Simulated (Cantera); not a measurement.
An adiabatic, constant-volume homogeneous reactor starts with 2.70 % CH₄, 0.405 % C₂H₆, 0.620 % C₃H₈, 20.2 % O₂, 76.1 % N₂, equivalence ratio 0.49, at 998 K and 2.90 bar.

Computed with Cantera and GRI-Mech 3.0 (53 species, 325 reactions). GRI-Mech 3.0 was tuned for natural gas; its chemistry of propane as a main component is partial and can be far from experiment. Below about 1000 K GRI-Mech 3.0 lacks low-temperature oxidation paths.

### Question
Predict: time of steepest temperature rise; temperature at 3.00 s; equilibrium temperature; x(H₂O) at 3.00 s; x(H₂) at 3.00 s; x(OH) at 3.00 s.

### Answer
```json
{
 "time_of_steepest_temperature_rise": "48.4 ms",
 "temperature at 3.00 s": "2291 K",
 "equilibrium_temperature": "2291 K",
 "x(H₂O) at 3.00 s": "0.0880 (gas-phase equilibrium 0.0880)",
 "x(H₂) at 3.00 s": "0.000217 (gas-phase equilibrium 0.000217)",
 "x(OH) at 3.00 s": "0.00341 (gas-phase equilibrium 0.00341)"
}
```
